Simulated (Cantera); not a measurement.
Charge: 1 mol CS2, 1.1 mol H2, 3 mol N2, held at 2448 K and 18.0 bar.

Equilibrium computed with Cantera from the NASA thermochemical tables; the gas is ideal and each condensed phase is pure. Candidate condensed phases: C, C6H6, C7H8, C8H18, S; 100 gas species. Equilibrium is a limit: real reactors are often held back by kinetics, nucleation or transport.

Question: What is the equilibrium state?

Answer: 
```
Item                                 Result
-------------------------------  ----------
x(N2)                                 0.572
x(H2)                                 0.167
x(CS2)                                0.119
x(CS)                                0.0446
x(S2)                                0.0322
x(H2S)                               0.0277
x(HCN)                               0.0191
x(SH)                                0.0118
x(HNC)                              0.00211
n(C(graphite))                   0.0308 mol
gas amount                        5.152 mol
log10 activity of S(l) (absent)       -1.87
```
